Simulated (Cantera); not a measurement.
# Stirred combustor or abatement burner

A perfectly stirred reactor is fed with 29.6 % H₂, 14.8 % O₂, 55.6 % N₂, equivalence ratio 1.0, at 1.00 bar; it is adiabatic with a 400 K inlet, and is followed from long to short residence time, starting on the burning branch (τ in s: 0.031, 0.017, 0.0093, 0.0051, 0.0028, 0.0015, 0.00084, 0.00046, 0.00025, 0.00014, 7.6e-05, 4.2e-05, 2.3e-05).

Computed with Cantera and the H2/O2 subset of GRI-Mech 3.0, which has no nitrogen chemistry.

```csv
τ (s),T (K),x H₂,x O₂,x H₂O₂,x H,x OH,x HO₂
0.031,2420,0.0189,0.00728,1.67e-7,0.00304,0.00960,1.81e-6
0.017,2407,0.0200,0.00777,1.72e-7,0.00345,0.0101,1.96e-6
0.0093,2386,0.0218,0.00853,1.80e-7,0.00416,0.0108,2.20e-6
0.0051,2354,0.0243,0.00965,1.94e-7,0.00534,0.0117,2.59e-6
0.0028,2310,0.0275,0.0112,2.15e-7,0.00721,0.0129,3.21e-6
0.0015,2248,0.0316,0.0132,2.52e-7,0.0102,0.0142,4.22e-6
0.00084,2176,0.0356,0.0154,3.07e-7,0.0141,0.0152,5.60e-6
0.00046,2087,0.0399,0.0180,4.02e-7,0.0195,0.0159,7.62e-6
0.00025,1983,0.0439,0.0210,5.68e-7,0.0266,0.0159,1.04e-5
0.00014,1874,0.0473,0.0241,8.55e-7,0.0348,0.0152,1.39e-5
7.6e-5,1750,0.0509,0.0279,1.41e-6,0.0445,0.0137,1.87e-5
4.2e-5,1623,0.0556,0.0328,2.39e-6,0.0541,0.0116,2.55e-5
2.3e-5,1481,0.0671,0.0410,3.93e-6,0.0609,0.00897,3.72e-5
```
x: mole fraction; the columns are a selection and need not sum to one.
